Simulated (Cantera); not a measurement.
## Calcination and drying: Ca(OH)2 + O2

Input: 1 mol Ca(OH)2, 0.87 mol O2, at 1.00 bar.

Equilibrium computed with Cantera from the NASA thermochemical tables; the gas is ideal and each condensed phase is pure. Candidate condensed phases: Ca, CaO, Ca(OH)2, H2O; 14 gas species. The numbers say what is thermodynamically allowed, not how fast it happens.

At 648 K the condensed part is CaO(s) + Ca(OH)2(s). From 798 K to 1998 K the condensed part is CaO(s).

| T (K) | log p O2 | log p H2O | log p OH | log p O | log p H2 | n CaO(s) | n Ca(OH)2(s) |
|---|---|---|---|---|---|---|---|
| 648 | -0.01 | -1.50 | -11.63 | <-12 | <-12 | 0.0282 | 0.972 |
| 798 | -0.33 | -0.27 | -8.64 | <-12 | <-12 | 1.00 | 0 |
| 948 | -0.33 | -0.27 | -6.95 | -10.69 | -10.87 | 1.00 | 0 |
| 1098 | -0.33 | -0.27 | -5.73 | -8.79 | -9.01 | 1.00 | 0 |
| 1248 | -0.33 | -0.27 | -4.80 | -7.34 | -7.58 | 1.00 | 0 |
| 1398 | -0.33 | -0.27 | -4.07 | -6.20 | -6.46 | 1.00 | 0 |
| 1548 | -0.33 | -0.27 | -3.48 | -5.28 | -5.56 | 1.000 | 0 |
| 1698 | -0.33 | -0.27 | -3.00 | -4.53 | -4.81 | 1.000 | 0 |
| 1848 | -0.33 | -0.27 | -2.59 | -3.89 | -4.19 | 1.000 | 0 |
| 1998 | -0.33 | -0.28 | -2.24 | -3.35 | -3.65 | 1.000 | 0 |
log p: log10 of the partial pressure in bar; n: condensed amount in mol.
